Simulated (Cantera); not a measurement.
Charge: 1 mol HCl, 0.069 mol H2O, at 2825 °C and 17.3 Torr.

Method: chemical equilibrium by Gibbs-energy minimisation in Cantera with the NASA 1993 tables (ideal gas, pure condensed phases). Candidate condensed phases: H2O; 14 gas species. Rates play no part.

Base state: Cl 0.427, H 0.356, HCl 0.115, H2 0.0652, O 0.0249, OH 0.00752, H2O 0.00386, O2 0.000578 (mole fractions); condensed: gas only.

### Question
What changes in the equilibrium state with this change: HCl replaced by SF6?

### Answer
| species | before | after |
|---|---|---|
| F | 0 | 0.836 |
| S | 0 | 0.129 |
| HF | 0 | 0.0194 |
| Cl | 0.427 | 0 |
| H | 0.356 | 0.000331 |
| HCl | 0.115 | 0 |
| H2 | 0.0652 | 5.65e-8 |
| O | 0.0249 | 0.00483 |
| SO | 0 | 0.00491 |
| H2O | 0.00386 | <1e-9 |
| S2 | 0 | 0.00342 |
| SF | 0 | 0.00232 |
Further candidate phases: H2SO4, S.
